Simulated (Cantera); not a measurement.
Feed: 1 mol SiH4, 0.15 mol H2O, 0.089 mol O2, equilibrated at 1125 °C and 0.000130 bar.

Method: chemical equilibrium by Gibbs-energy minimisation in Cantera with the NASA 1993 tables (ideal gas, pure condensed phases). Candidate condensed phases: H2O, Si, SiO2; 18 gas species. Rates play no part.

Base state: H2 0.867, SiO 0.132, H 0.000387 (mole fractions); condensed: Si(s).

### Question
What changes in the equilibrium state with this change: temperature from 1125 °C to 1550 °C?

### Answer
```tsv
species	before	after
H2	0.867	0.806
SiO	0.132	0.126
H	0.000387	0.0341
Si	6.02e-6	0.0340
Si2	3.52e-9	0.000220
Si3	<1e-9	5.17e-5
SiH	3.22e-7	0.000372
SiH2	3.18e-7	2.83e-5
Si(s), mol	0.672	0
Si(l), mol	0	0.581
```
Gases not in the tables: Si2H6 and higher silanes.

### Question
What changes in the equilibrium state with this change: temperature from 1125 °C to 650 °C?

### Answer
```json
[
 {"species": "H2", "before": "0.867", "after": "1.00"},
 {"species": "SiO", "before": "0.132", "after": "1.22e-7"},
 {"species": "H", "before": "0.000387", "after": "2.15e-8"},
 {"species": "Si(s), mol", "before": "0.672", "after": "0.836"},
 {"species": "SiO2(β-quartz), mol", "before": "0", "after": "0.164"}
]
```
